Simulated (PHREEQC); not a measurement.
Solution (75 °C): 190 mmol/kgw HCl and 0.43 mmol/kgw MnSO4. Closed to the air; pH follows from the charge balance.

Model: ion-association model, phreeqc.dat, run in PHREEQC.

```json
{
  "pH": "0.83",
  "ionic_strength": "0.191 mol/kgw",
  "activity_of_water": "0.994",
  "specific_conductance": "148000 µS/cm",
  "density": "0.978 g/cm³",
  "total_alkalinity": "-190 meq/kg"
}
```

| species | molality | activity | log γ |
|---|---|---|---|
| Cl- | 0.190 | 0.132 | -0.157 |
| H+ | 0.190 | 0.148 | -0.106 |
| HSO4- | 0.000408 | 0.000296 | -0.139 |
| Mn+2 | 0.000349 | 0.000104 | -0.524 |
| MnCl+ | 7.80e-5 | 5.62e-5 | -0.142 |
| SO4-2 | 2.17e-5 | 5.77e-6 | -0.576 |
| MnCl2 | 3.10e-6 | 3.24e-6 | 0.019 |
| MnSO4 | 2.32e-7 | 2.42e-7 | 0.019 |

No solid was allowed to form. At this temperature some constants are extrapolated from 25 °C, and those without enthalpy data are left unchanged.
